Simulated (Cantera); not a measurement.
Cantera run:

```python
import numpy as np
import cantera as ct

gas_names = """
    C CO CO2 C2 C2O C3 C3O2 C4 C5 Cu CuO Cu2 O O2 O3
""".split()
cond_names = """
    C(gr) Cu(cr) Cu(L) CuO(s) Cu2O(s) Cu2O(L)
""".split()


def load(file, names, dense=False):
    # The tables refer to 1 bar. Condensed volumes are neglected.
    table = {s.name: s for s in ct.Species.list_from_file(file)}
    out = []
    for n in names:
        d = dict(table[n].input_data)
        d["thermo"] = dict(d["thermo"], **{"reference-pressure": 1e5})
        if dense:
            d["equation-of-state"] = {"model": "constant-volume", "density": "1e6 g/cm^3"}
        out.append(ct.Species.from_dict(d))
    return out


gas = ct.Solution(thermo="ideal-gas", species=load("nasa_gas.yaml", gas_names))
cond = {s.name: ct.Solution(thermo="fixed-stoichiometry", species=[s], name=s.name)
        for s in load("nasa_condensed.yaml", cond_names, dense=True)}
atoms = {
    'Cu2O': {'Cu': 2, 'O': 1},
    'CO': {'C': 1, 'O': 1},
    'C': {'C': 1},
}
top_T = {'C(gr)': 4500, 'CuO(s)': 1390}  # K; cautious upper limits of use, not melting points


def equilibrate(T, P, feed):
    n = {}
    for name, mol in feed.items():
        for a, k in atoms[name].items():
            n[a] = n.get(a, 0.0) + k * mol
    gas.TPX = T, P, n
    mass = sum(n.values()) * gas.mean_molecular_weight
    gas.equilibrate("TP")
    valid = [c for c in cond.values() if c.min_temp <= T <= top_T.get(c.name, c.max_temp)]
    mix = ct.Mixture([(gas, mass / gas.mean_molecular_weight)] + [(c, 0.0) for c in valid])
    mix.T, mix.P = T, P
    mix.equilibrate("TP", solver="vcs", rtol=1e-11, max_steps=5000)
    return mix


results = []
feed = {'Cu2O': 1, 'CO': 1.1, 'C': 2}  # mol
P = 5200  # Pa
for T in [1198, 1348, 1498, 1648, 1798, 1948, 2098]:
    mix = equilibrate(T, P, feed)
    results.append((T, P, feed, dict(zip(mix.species_names, mix.species_moles))))

top = {s: max(r[3][s] / sum(r[3][g] for g in gas_names) for r in results) for s in gas_names}
cols = sorted((s for s in top if top[s] > 1e-06), key=lambda s: -top[s])[:7]
seen = [c for c in cond_names if any(r[3].get(c, 0) > 1e-12 for r in results)]
print("log10 of partial pressures in bar; condensed amounts in mol")
print(f"{'T/K':>10s}" + "".join(f"{s[:9]:>10s}" for s in cols + seen))
for T, P, feed, n in results:
    ng = sum(n[g] for g in gas_names)
    print(f"{T:10.4g}" + "".join(f"{np.log10(max(n[s] / ng * P / 1e5, 1e-99)):10.3f}" for s in cols)
          + "".join(f"{n.get(c, 0):10.4g}" for c in seen))
```

It prints:

```
log10 of partial pressures in bar; condensed amounts in mol
       T/K        CO        Cu       Cu2       CO2     C(gr)    Cu(cr)     Cu(L)
      1198    -1.284    -7.935   -12.492    -4.280     1.002         2         0
      1348    -1.284    -6.329   -10.219    -5.094         1         2         0
      1498    -1.284    -5.100    -8.512    -5.738         1         0         2
      1648    -1.285    -4.102    -7.135    -6.261         1         0     1.997
      1798    -1.288    -3.276    -5.998    -6.699         1         0     1.978
      1948    -1.307    -2.582    -5.045    -7.094         1         0     1.888
      2098    -1.380    -1.989    -4.236    -7.545         1         0     1.478
```

These are equilibrium values from Cantera (NASA tables, ideal gas, pure condensed phases), not measurements of a reactor.
